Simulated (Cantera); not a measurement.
A closed system holds: 1 mol Pb, 1.4 mol CO, 1.3 mol H2, at 1127 °C and 20.0 Pa.

These are equilibrium values from Cantera (NASA tables, ideal gas, pure condensed phases), not measurements of a reactor. Candidate condensed phases: C, C6H6, C7H8, C8H18, H2O, Pb, PbO, PbO2, Pb3O4; 113 gas species. Rates play no part.

Base state: CO 0.378, H2 0.351, Pb 0.270, H 0.000204 (mole fractions); condensed: gas only.

Q: What changes in the equilibrium state with this change: temperature from 1127 °C to 1475 °C?

A: 
```tsv
species	before	after
CO	0.378	0.377
H2	0.351	0.345
Pb	0.270	0.269
H	0.000204	0.00949
```
